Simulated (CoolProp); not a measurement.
The numbers come from the reference Helmholtz-energy equation of state, Leachman 2009 in CoolProp.

Question: Give the vapour pressure (MPa), vapour density (kg/m³), enthalpy of vaporisation (kJ/kg) of saturated normal hydrogen at 20.2, 21.9, 27.1 K.

Answer: 
| T (K) | p (MPa) | vapour density (kg/m³) | enthalpy of vaporisation (kJ/kg) |
|---|---|---|---|
| 20.2 | 0.0964 | 1.27 | 449 |
| 21.9 | 0.155 | 1.96 | 440 |
| 27.1 | 0.487 | 5.92 | 376 |
